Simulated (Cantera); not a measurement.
Standard-state values (1 bar) from the NASA 1993 polynomials, evaluated with Cantera. Values are per mole of reaction as written; species without (g) are pure solids or liquids, kept so even where they would boil at 1 bar.

Between 1600 and 2000 K, where is each reaction favourable under standard conditions?
- Fe₂Cl₆(g) → 2 Cl(g) + 2 FeCl₂(g)
- 2 FeCl₂(g) + Cl₂(g) → 2 FeCl₃(g)


- Fe₂Cl₆(g) → 2 Cl(g) + 2 FeCl₂(g): ΔG° is 6 kJ at 1600 K and -141 kJ at 2000 K; it changes sign between 1600 and 1700 K. ΔH° is 595 kJ and ΔS° 368 J/K at 2000 K.
- 2 FeCl₂(g) + Cl₂(g) → 2 FeCl₃(g): ΔG° is -18 kJ at 1600 K and 33 kJ at 2000 K; it changes sign between 1700 and 1800 K. ΔH° is -221 kJ and ΔS° -127 J/K at 2000 K.
